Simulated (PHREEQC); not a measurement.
Consider water at 25 °C with 7.8 mmol/kgw HF, 140 mmol/kgw H2SiF6 and 31 mmol/kgw H3BO3. Closed to the air; pH follows from the charge balance.

Equilibrium calculation in PHREEQC: ion-association model, wateq4f.dat.

### Question
The ionic strength comes out as 0.398 mol/kgw. What activity coefficients do BF2(OH)2-, BF3OH-, F-, SiF6-2, HF2- get?

### Answer
BF2(OH)2- 0.61, BF3OH- 0.61, F- 0.65, SiF6-2 0.23, HF2- 0.65.

No solid was allowed to form. Saturation is exceeded, for instance for SiO2(a), Quartz (slow to form); the values hold only as long as no solid forms. SiF6-2 is the database's only silicon fluoride. Real BF4- forms and hydrolyses slowly; the run takes it at equilibrium.
